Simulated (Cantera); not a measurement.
A freely propagating, adiabatic, planar premixed flame of CH4 : C2H6 : C3H8 : O2 : N2 : CO2 = 1 : 0.17 : 0.46 : 3.26 : 9.79 : 1.1 (molar parts), equivalence ratio 1.5, unburnt at 650 K and 6.10 bar; mixture-averaged transport, grid criteria slope 0.08 and curve 0.16, no radiation.

Detailed kinetics in Cantera: GRI-Mech 3.0 (53 species, 325 reactions). GRI-Mech 3.0 was tuned for natural gas; its chemistry of propane as a main component is partial and can be far from experiment. Burning velocities carry a grid error of a few per cent, more on coarse grids.

Problem. Predict: laminar burning velocity; thermal thickness; peak x(C2H2); peak x(C2H4).

Solution. 
```
Item                         Result
------------------------  ---------
laminar burning velocity  49.0 cm/s
thermal thickness          0.114 mm
peak x(C2H2)                0.00494
peak x(C2H4)                 0.0102
```
